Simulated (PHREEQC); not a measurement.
Solution (42 °C): 12 mmol/kgw NaHS, 0.033 mmol/kgw H2SiF6 and 1.3 mmol/kgw MgCl2. It is in equilibrium with CO2 at log p = -3.5 (atm). Otherwise closed; pH follows from the charge balance.

Model: ion-association model, phreeqc.dat, run in PHREEQC.

```
quantity                    before     after
------------------------  --------  --------
pH                            7.97      9.38
ionic strength (mol/kgw)    0.0159    0.0271
HCO3- (mol/kgw)           0.000385    0.0102
F- (mol/kgw)              0.000184  0.000190
MgF+ (mol/kgw)             1.27e-5   6.03e-6
MgHCO3+ (mol/kgw)          3.94e-6   4.82e-5
SI of Quartz (SiO2)          -0.75     +1.59
```

What was changed between the two runs?
(A) H2SiF6 from 3.3e-05 to 3.63e-05 mol/kgw
(B) NaHS replaced by Na2SiO3 at the same molality
(C) NaHS left out
(D) NaHS from 0.012 to 0.0024 mol/kgw
(E) MgCl2 from 0.0013 to 0.013 mol/kgw

B, NaHS replaced by Na2SiO3 at the same molality

No solid was allowed to form. Some of these states are supersaturated (in SiO2(a), Quartz (slow to form), for instance). At this temperature some constants are extrapolated from 25 °C, and those without enthalpy data are left unchanged. SiF6-2 is the database's only silicon fluoride.
